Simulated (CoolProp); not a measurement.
Values from CoolProp's reference Helmholtz-energy equation of state, Platzer 1990. This equation is an older, rougher fit.

### Question
For R21, give the phase and the cp (kJ/(kg K)), speed of sound (m/s), Joule-Thomson coefficient (K/MPa) at 389.6 K and 101 kPa; 394.4 K and 101 kPa; 404.1 K and 101 kPa.

### Answer
- 389.6 K and 101 kPa: gas; cp 0.682, speed of sound 188, Joule-Thomson coefficient 17.9
- 394.4 K and 101 kPa: gas; cp 0.686, speed of sound 189, Joule-Thomson coefficient 17.3
- 404.1 K and 101 kPa: gas; cp 0.693, speed of sound 191, Joule-Thomson coefficient 16.1
